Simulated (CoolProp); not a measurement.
Vapour-liquid equilibrium of cyclohexane (1) + n-nonane (2) at 1.1 MPa; x and y are mole fractions of (1).

The numbers come from the multi-fluid Helmholtz-energy mixture model, Zhou 2014 and Lemmon 2006; pair parameters Bell 2016 in CoolProp.

```tsv
x	bubble temperature (K)	y at the bubble point	dew temperature at overall composition x (K)	liquid density (mol/L)
0.05	538.3	0.099	541.0	3.772
0.15	527.9	0.278	535.4	4.041
0.25	518.1	0.433	529.6	4.320
0.35	508.9	0.563	523.5	4.612
0.45	500.1	0.673	516.9	4.922
0.55	491.8	0.764	509.8	5.252
0.65	484.0	0.838	502.0	5.605
0.75	476.7	0.899	493.1	5.984
0.85	469.9	0.947	482.7	6.394
0.95	463.7	0.985	469.4	6.837
```

No azeotrope shows between x = 0.05 and 0.95.

The pair parameters rest on a limited set of measurements; away from them the model extrapolates.
